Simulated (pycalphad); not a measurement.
Computed with pycalphad from the COST 507 light-alloy database (1999), at 1 atm. These are 1990s assessments: newer ones move some temperatures and phases. Phase fractions are per mole of atoms.

Give the equilibrium state of Al-0.53Si-8.67Mn (at.%) at 1075 K.

LIQUID, fraction 0.764, with 0.59 Si, 5.1 Mn at.%; AL4MN, fraction 0.220, with no Si, 20.0 Mn at.%; ALMNSI_BETA, fraction 0.016, with 4.7 Si, 23.1 Mn at.%.

Give the equilibrium state of Al-0.53Si-8.67Mn (at.%) at 750 K.


```
T = 750.00 K, P = 101325 Pa, N = 1 mol of atoms
G = -35218 J/mol, H = 1355 J/mol, S = 48.76 J/(mol K)  (SER reference)
chemical potentials (J/mol): Al -27502, Si -48431, Mn -115228
phase             fraction      x(Al)      x(Si)      x(Mn)
AL12MN              0.8964     0.9231       none     0.0769
ALMNSI_ALPHA        0.0949     0.7702     0.0559     0.1739
AL6MN               0.0087     0.8571       none     0.1429
```

Database names, with the compositions (at.%) that they take in these runs: AL4MN: Al 80 Mn 20; ALMNSI_BETA: Al 72 Mn 23 Si 4; AL6MN: Al 86 Mn 14; ALMNSI_ALPHA: Al 75-78 Mn 17 Si 4-8; AL12MN: Al 92 Mn 8. An entry "none" or "no" means that the model of the phase leaves that element out.
